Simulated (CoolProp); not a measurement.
A single-stage vapour-compression cycle with R365MFC: evaporating at 321.15 K (dew point), condensing at 348.15 K (bubble point), superheat 0 K, subcooling 0 K, compressor efficiency 0.7, no pressure losses. Each further row changes one setting.

Model: reference Helmholtz-energy equation of state, Lemmon 2016, in CoolProp.

```csv
case,cooling COP,pressure ratio,discharge temperature (K),refrigerating effect (kJ/kg),volumetric capacity (kJ/m³)
as stated,(withheld),2.30,348.1,145,1130
evaporating temperature 326.15 K,(withheld),(withheld),348.1,150,1370
condensing temperature 343.15 K,(withheld),(withheld),343.2,152,1190
subcooling 5 K,7.59,2.30,348.1,152,1190
superheat 10 K,(withheld),2.30,(withheld),(withheld),1170
compressor efficiency 0.6,6.19,2.30,348.1,145,1130
```

Q: Some entries are withheld; supply them.

A: 
- as stated, cooling COP: 7.22
- evaporating temperature 326.15 K, cooling COP: 9.23
- evaporating temperature 326.15 K, pressure ratio: 1.95
- condensing temperature 343.15 K, cooling COP: 9.13
- condensing temperature 343.15 K, pressure ratio: 2.00
- superheat 10 K, cooling COP: 7.37
- superheat 10 K, discharge temperature (K): 354.2
- superheat 10 K, refrigerating effect (kJ/kg): 156

The compression ends wet for: as stated; evaporating temperature 326.15 K; condensing temperature 343.15 K; subcooling 5 K; compressor efficiency 0.6.
